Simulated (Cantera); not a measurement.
# Tantalum, niobium, vanadium and zirconium in process gases: Ta + O2 + H2

A closed system holds: 1 mol Ta, a varied amount of O2, 7 mol H2, at 1675 °C and 10000 Pa.

These are equilibrium values from Cantera (NASA tables, ideal gas, pure condensed phases), not measurements of a reactor. Candidate condensed phases: H2O, Ta, Ta2O5; 12 gas species. Mutual solubility and eutectic melting of coexisting phases are not modelled. Condensed phases not in the tables: N, O or C dissolved in the metal. Equilibrium is a limit: real reactors are often held back by kinetics, nucleation or transport.

At 0.74 mol O2 the condensed part is Ta(s) + Ta2O5(s). From 1.5 mol O2 to 10 mol O2 the condensed part is Ta2O5(s).

```json
[
 {"n(O2) (mol)": "0.74", "log p H2": "-1.00", "log p H2O": "-3.84", "log p O2": "<-13", "log p OH": "-7.33", "n Ta(s)": "0.412", "n Ta2O5(s)": "0.294"},
 {"n(O2) (mol)": "1.5", "log p H2": "-1.03", "log p H2O": "-2.15", "log p O2": "-9.66", "log p OH": "-5.62", "n Ta(s)": "0", "n Ta2O5(s)": "0.500"},
 {"n(O2) (mol)": "2.3", "log p H2": "-1.16", "log p H2O": "-1.52", "log p O2": "-8.16", "log p OH": "-4.94", "n Ta(s)": "0", "n Ta2O5(s)": "0.500"},
 {"n(O2) (mol)": "3", "log p H2": "-1.30", "log p H2O": "-1.30", "log p O2": "-7.43", "log p OH": "-4.64", "n Ta(s)": "0", "n Ta2O5(s)": "0.500"},
 {"n(O2) (mol)": "3.8", "log p H2": "-1.57", "log p H2O": "-1.14", "log p O2": "-6.57", "log p OH": "-4.34", "n Ta(s)": "0", "n Ta2O5(s)": "0.500"},
 {"n(O2) (mol)": "4.6", "log p H2": "-2.36", "log p H2O": "-1.02", "log p O2": "-4.75", "log p OH": "-3.83", "n Ta(s)": "0", "n Ta2O5(s)": "0.500"},
 {"n(O2) (mol)": "5.4", "log p H2": "-3.72", "log p H2O": "-1.04", "log p O2": "-2.08", "log p OH": "-3.17", "n Ta(s)": "0", "n Ta2O5(s)": "0.500"},
 {"n(O2) (mol)": "6.1", "log p H2": "-3.90", "log p H2O": "-1.08", "log p O2": "-1.80", "log p OH": "-3.12", "n Ta(s)": "0", "n Ta2O5(s)": "0.500"},
 {"n(O2) (mol)": "6.9", "log p H2": "-4.02", "log p H2O": "-1.12", "log p O2": "-1.63", "log p OH": "-3.10", "n Ta(s)": "0", "n Ta2O5(s)": "0.500"},
 {"n(O2) (mol)": "7.7", "log p H2": "-4.11", "log p H2O": "-1.16", "log p O2": "-1.53", "log p OH": "-3.09", "n Ta(s)": "0", "n Ta2O5(s)": "0.500"},
 {"n(O2) (mol)": "8.4", "log p H2": "-4.17", "log p H2O": "-1.19", "log p O2": "-1.47", "log p OH": "-3.09", "n Ta(s)": "0", "n Ta2O5(s)": "0.500"},
 {"n(O2) (mol)": "9.2", "log p H2": "-4.23", "log p H2O": "-1.22", "log p O2": "-1.41", "log p OH": "-3.10", "n Ta(s)": "0", "n Ta2O5(s)": "0.500"},
 {"n(O2) (mol)": "10", "log p H2": "-4.28", "log p H2O": "-1.25", "log p O2": "-1.37", "log p OH": "-3.10", "n Ta(s)": "0", "n Ta2O5(s)": "0.500"}
]
```
log p: log10 of the partial pressure in bar; n: condensed amount in mol.
